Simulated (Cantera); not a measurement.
Cantera run:

```python
import numpy as np
import cantera as ct

gas_names = """
    H HO2 H2 H2O H2O2 O OH O2 O3 Si SiH SiH2 SiH3 SiH4 SiO SiO2 Si2 Si3
""".split()
cond_names = """
    H2O(s) H2O(L) Si(cr) Si(L) SiO2(Lqz) SiO2(hqz) SiO2(L)
""".split()


def load(file, names, dense=False):
    # The tables refer to 1 bar. Condensed volumes are neglected.
    table = {s.name: s for s in ct.Species.list_from_file(file)}
    out = []
    for n in names:
        d = dict(table[n].input_data)
        d["thermo"] = dict(d["thermo"], **{"reference-pressure": 1e5})
        if dense:
            d["equation-of-state"] = {"model": "constant-volume", "density": "1e6 g/cm^3"}
        out.append(ct.Species.from_dict(d))
    return out


gas = ct.Solution(thermo="ideal-gas", species=load("nasa_gas.yaml", gas_names))
cond = {s.name: ct.Solution(thermo="fixed-stoichiometry", species=[s], name=s.name)
        for s in load("nasa_condensed.yaml", cond_names, dense=True)}
atoms = {
    'Si': {'Si': 1},
    'O2': {'O': 2},
    'H2': {'H': 2},
}
top_T = {}  # K; cautious upper limits of use, not melting points


def equilibrate(T, P, feed):
    n = {}
    for name, mol in feed.items():
        for a, k in atoms[name].items():
            n[a] = n.get(a, 0.0) + k * mol
    gas.TPX = T, P, n
    mass = sum(n.values()) * gas.mean_molecular_weight
    gas.equilibrate("TP")
    valid = [c for c in cond.values() if c.min_temp <= T <= top_T.get(c.name, c.max_temp)]
    mix = ct.Mixture([(gas, mass / gas.mean_molecular_weight)] + [(c, 0.0) for c in valid])
    mix.T, mix.P = T, P
    mix.equilibrate("TP", solver="vcs", rtol=1e-11, max_steps=5000)
    return mix


results = []
feed = {'Si': 1, 'O2': 0.35, 'H2': 340}  # mol
T = 1648.15  # K
for P in [0.1, 1.5, 22, 320, 4600, 68000, 1000000]:
    mix = equilibrate(T, P, feed)
    results.append((T, P, feed, dict(zip(mix.species_names, mix.species_moles))))

top = {s: max(r[3][s] / sum(r[3][g] for g in gas_names) for r in results) for s in gas_names}
cols = sorted((s for s in top if top[s] > 1e-05), key=lambda s: -top[s])[:6]
seen = [c for c in cond_names if any(r[3].get(c, 0) > 1e-12 for r in results)]
print("log10 of partial pressures in bar; condensed amounts in mol")
print(f"{'P/Pa':>10s}" + "".join(f"{s[:9]:>10s}" for s in cols + seen))
for T, P, feed, n in results:
    ng = sum(n[g] for g in gas_names)
    print(f"{P:10.4g}" + "".join(f"{np.log10(max(n[s] / ng * P / 1e5, 1e-99)):10.3f}" for s in cols)
          + "".join(f"{n.get(c, 0):10.4g}" for c in seen))
```

Output:

```
log10 of partial pressures in bar; condensed amounts in mol
      P/Pa        H2         H       SiO        Si       SiH       H2O    Si(cr) SiO2(hqz)
       0.1    -6.040    -7.070    -8.707    -9.075   -11.831   -14.891         0         0
       1.5    -4.835    -6.467    -7.517    -7.888   -10.041   -13.684         0         0
        22    -3.661    -5.880    -6.347    -6.732    -8.298   -12.496         0         0
       320    -2.496    -5.298    -5.183    -6.588    -7.572   -10.311    0.2665         0
      4600    -1.338    -4.719    -4.025    -6.588    -6.993    -7.995    0.2945         0
   6.8e+04    -0.168    -4.134    -2.855    -6.588    -6.408    -5.656    0.2976         0
     1e+06     1.000    -3.550    -2.223    -6.588    -5.823    -3.855    0.5434    0.2457
```

Equilibrium computed with Cantera from the NASA thermochemical tables; the gas is ideal and each condensed phase is pure. Mutual solubility and eutectic melting of coexisting phases are not modelled. The tables hold silica as quartz up to 1696 K and as liquid above; real silica turns to tridymite and cristobalite and melts near 1996 K. Gases not in the tables: Si2H6 and higher silanes.
